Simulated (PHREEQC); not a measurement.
Make-up at 87 °C: 0.0031 mol/kgw PbCl2, 0.19 mol/kgw K2SO4, 0.27 mol/kgw KHSO4 and 9.15e-05 mol/kgw Na2SiO3. Closed to the air; pH follows from the charge balance.

Computed with PHREEQC (ion-association model, phreeqc.dat).

### Question
The ionic strength comes out as 0.661 mol/kgw. What activity coefficients do Pb+2, K+, SO4-2, KSO4-, H+ get?

### Answer
Pb+2 0.26, K+ 0.59, SO4-2 0.15, KSO4- 0.65, H+ 0.73.

Precipitation was switched off in this run. The solution is supersaturated, for example in Anglesite, so a real one may precipitate; this is no full list. Constants without temperature data keep their 25 °C values here.
